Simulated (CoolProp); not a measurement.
Saturation properties of fluorine (Tc = -128.7 °C, pc = 5240 kPa, ω = 0.045).

The numbers come from the reference Helmholtz-energy equation of state, de Reuck 1990 in CoolProp.

| T (°C) | p (kPa) | vapour density (kg/m³) | enthalpy of vaporisation (kJ/kg) | surface tension (mN/m) |
|---|---|---|---|---|
| -196.35 | 35.27 | 2.134 | 181.6 | 15.8 |
| -191.75 | 65.44 | 3.771 | 177.7 | 14.5 |
| -187.15 | 113.0 | 6.238 | 173.5 | 13.2 |
| -182.65 | 181.9 | 9.685 | 169.0 | 12.0 |
| -178.05 | 281.5 | 14.53 | 164.1 | 10.7 |
| -173.45 | 417.2 | 21.01 | 158.7 | 9.54 |
| -168.95 | 591.9 | 29.26 | ___ | ___ |
| -164.35 | 820.3 | 40.06 | 146.6 | ___ |
| -159.85 | 1100 | 53.46 | 139.7 | 6.13 |
| -155.25 | 1450 | 70.78 | 131.7 | 5.05 |
| -150.65 | 1874 | 92.81 | 122.6 | 4.00 |
| -146.15 | 2369 | 120.5 | 112.3 | ___ |
| -141.55 | 2966 | 158.1 | 99.63 | 2.08 |
| -136.95 | 3668 | 211.1 | ___ | 1.21 |
| -132.45 | 4469 | 295.3 | 60.44 | 0.461 |

Task: Complete the blanks.

Result: 
- -168.95, enthalpy of vaporisation (kJ/kg): 153.0
- -168.95, surface tension (mN/m): 8.38
- -164.35, surface tension (mN/m): 7.23
- -146.15, surface tension (mN/m): 3.02
- -136.95, enthalpy of vaporisation (kJ/kg): 83.42

It boils at -188.1 °C under 1 atm.

Surface tension comes from a separate correlation (Mulero 2012).
